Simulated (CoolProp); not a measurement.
A Linde-Hampson liquefier for ethane: isothermal reversible compression at 320 K from 1 atm to 25 MPa, throttling to 1 atm, return gas leaving the recuperator 10 K below the feed. Each further row changes one setting.

Model: reference Helmholtz-energy equation of state, Bücker 2006, in CoolProp.

| case | liquid yield per pass | compression work (kJ/kg of gas) |
|---|---|---|
| as stated | [?] | 378 |
| high pressure 50 MPa | [?] | [?] |
| warm-end temperature 350 K | [?] | [?] |
| warm-end gap 15 K | [?] | 378 |

Some entries are withheld; supply them.


- as stated, liquid yield per pass: 0.453
- high pressure 50 MPa, liquid yield per pass: 0.436
- high pressure 50 MPa, compression work (kJ/kg of gas): 436
- warm-end temperature 350 K, liquid yield per pass: 0.374
- warm-end temperature 350 K, compression work (kJ/kg of gas): 443
- warm-end gap 15 K, liquid yield per pass: 0.446
